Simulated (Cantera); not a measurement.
What does this Cantera script print?

```python
import numpy as np
import cantera as ct

gas = ct.Solution("SiF4_NH3_mec.yaml", "gas")
gas.TPX = 1800, 15000, {'NH3': 1, 'N2': 19}
reactor = ct.IdealGasConstPressureReactor(gas, energy="off", clone=False)
net = ct.ReactorNet([reactor])
net.rtol, net.atol = 1e-08, 1e-18
show = ['NH3', 'NH2', 'N', 'NH', 'N2']
times = np.geomspace(0.0006, 200, 12)

steps = ct.SolutionArray(gas, extra=["t"])
rows = []
print(f"{'t/s':>10s}{'T/K':>9s}{'P/Pa':>11s}" + "".join(f"{s:>11s}" for s in show))
for t in times:
    while net.time < t:
        t_next = net.step()
        steps.append(gas.state, t=t_next)
    rows.append([np.interp(t, steps.t, y) for y in (steps.T, steps.P, *steps(*show).X.T)])
    print(f"{t:10.3e}{rows[-1][0]:9.1f}{rows[-1][1]:11.4g}" + "".join(f"{x:11.3e}" for x in rows[-1][2:]))
rate = np.gradient(steps.T, steps.t)
print("integrator steps:", len(steps.t))
if steps.T.max() > steps.T[0] + 200:
    print(f"time of steepest temperature rise: {steps.t[rate.argmax()]:.4e} s")
gas.TPX = 1800, 15000, {'NH3': 1, 'N2': 19}
gas.equilibrate("TP")
print(f"equilibrium (TP): T = {gas.T:.1f} K  " + "  ".join(f"{s} {gas[s].X[0]:.3e}" for s in show))
```

Output:

```
       t/s      T/K       P/Pa        NH3        NH2          N         NH         N2
 6.000e-04   1800.0    1.5e+04  4.999e-02  8.338e-06  7.250e-12  6.751e-09  9.500e-01
 1.906e-03   1800.0    1.5e+04  4.997e-02  2.643e-05  1.982e-10  8.273e-08  9.500e-01
 6.058e-03   1800.0    1.5e+04  4.990e-02  7.923e-05  1.489e-09  4.531e-07  9.500e-01
 1.925e-02   1800.0    1.5e+04  4.948e-02  1.349e-04  1.057e-08  1.090e-06  9.498e-01
 6.116e-02   1800.0    1.5e+04  4.794e-02  1.201e-04  4.569e-08  1.538e-06  9.491e-01
 1.943e-01   1800.0    1.5e+04  4.343e-02  9.520e-05  1.374e-07  1.967e-06  9.472e-01
 6.175e-01   1800.0    1.5e+04  3.240e-02  6.772e-05  2.317e-07  1.972e-06  9.424e-01
 1.962e+00   1800.0    1.5e+04  1.465e-02  3.547e-05  2.443e-07  1.420e-06  9.348e-01
 6.234e+00   1800.0    1.5e+04  2.230e-03  8.658e-06  1.768e-07  5.915e-07  9.295e-01
 1.981e+01   1800.0    1.5e+04  6.124e-05  5.304e-07  5.573e-08  8.213e-08  9.285e-01
 6.294e+01   1800.0    1.5e+04  6.568e-06  6.118e-08  7.451e-09  1.020e-08  9.285e-01
 2.000e+02   1800.0    1.5e+04  1.673e-06  1.559e-08  1.903e-09  2.603e-09  9.285e-01
integrator steps: 2043
equilibrium (TP): T = 1800.0 K  NH3 7.967e-08  NH2 7.427e-10  N 9.064e-11  NH 1.240e-10  N2 9.285e-01
```

Detailed kinetics in Cantera: the gas-phase N/H chemistry of the illustrative SiF4/NH3 mechanism in the Surface Chemkin manual (1991). Walls and surfaces, which speed up NH3 decomposition in real reactors, are not modelled.
